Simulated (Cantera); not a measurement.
Feed: 1 mol Ca(OH)₂, 0.12 mol C, 19 mol O₂, equilibrated at 0.170 bar.

Equilibrium computed with Cantera from the NASA thermochemical tables; the gas is ideal and each condensed phase is pure. Candidate condensed phases: C, C₆H₆, C₇H₈, C₈H₁₈, Ca, CaCO₃, CaO, Ca(OH)₂, H₂O; 115 gas species. The numbers say what is thermodynamically allowed, not how fast it happens.

log p: log10 of the partial pressure in bar; n: condensed amount in mol.

```tsv
T (K)	log p O₂	log p H₂O	log p CO₂	log p OH	log p O	log p HO₂	n CaCO₃(calcite)	n Ca(OH)₂(s)	n CaO(s)
548	-0.77	-2.97	-8.69	<-12	<-12	<-12	0.120	0.880	0
698	-0.79	-2.07	-5.16	-11.17	<-12	[?]	0.119	0	0.881
848	-0.79	-2.07	-2.99	-9.02	-12.56	[?]	0	0	1.00
998	-0.79	-2.07	-2.99	-7.52	-10.23	[?]	0	0	1.00
1148	-0.79	-2.07	-2.99	-6.41	-8.50	[?]	0	0	1.00
1298	-0.79	-2.07	-2.99	-5.55	-7.17	[?]	0	0	1.00
1448	-0.79	-2.07	-2.99	-4.87	-6.11	[?]	0	0	1.00
```

Some entries are withheld; supply them.


- 698, log p HO₂: -12.65
- 848, log p HO₂: -10.90
- 998, log p HO₂: -9.67
- 1148, log p HO₂: -8.76
- 1298, log p HO₂: -8.06
- 1448, log p HO₂: -7.50
